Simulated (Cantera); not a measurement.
Feed: 1 mol FeCl3, 0.82 mol H2, 0.98 mol N2, equilibrated at 0.133 bar.

These are equilibrium values from Cantera (NASA tables, ideal gas, pure condensed phases), not measurements of a reactor. Candidate condensed phases: Fe, FeCl2, FeCl3, NH4Cl; 18 gas species. Equilibrium is a limit: real reactors are often held back by kinetics, nucleation or transport.

log p: log10 of the partial pressure in bar; n: condensed amount in mol.

```csv
T (K),log p HCl,log p N2,log p FeCl2,log p H2,log p Fe2Cl4,log p Cl,n Fe(α)
1075,-1.37,-1.39,-1.47,-1.89,-2.41,[?],0.00773
1150,-1.39,-1.40,-1.43,-1.88,-2.77,[?],0
1225,-1.39,-1.40,-1.41,-1.89,-3.12,[?],0
1300,-1.39,-1.40,-1.40,-1.89,-3.45,[?],0
1375,-1.39,-1.40,-1.40,-1.89,-3.76,[?],0
1450,-1.39,-1.40,-1.40,-1.89,-4.03,[?],0
1525,-1.39,-1.40,-1.39,-1.89,-4.27,[?],0
1600,-1.39,-1.40,-1.39,-1.89,-4.50,[?],0
1675,-1.39,-1.40,-1.39,-1.89,-4.70,[?],0
1750,-1.39,-1.40,-1.39,-1.89,-4.88,[?],0
1825,-1.39,-1.40,-1.39,-1.89,-5.05,[?],0
1900,-1.40,-1.40,-1.39,-1.89,-5.21,[?],0
```

### Question
What belongs in the gaps?

### Answer

- 1075, log p Cl: -8.31
- 1150, log p Cl: -7.63
- 1225, log p Cl: -7.02
- 1300, log p Cl: -6.48
- 1375, log p Cl: -6.00
- 1450, log p Cl: -5.56
- 1525, log p Cl: -5.17
- 1600, log p Cl: -4.82
- 1675, log p Cl: -4.49
- 1750, log p Cl: -4.20
- 1825, log p Cl: -3.92
- 1900, log p Cl: -3.67
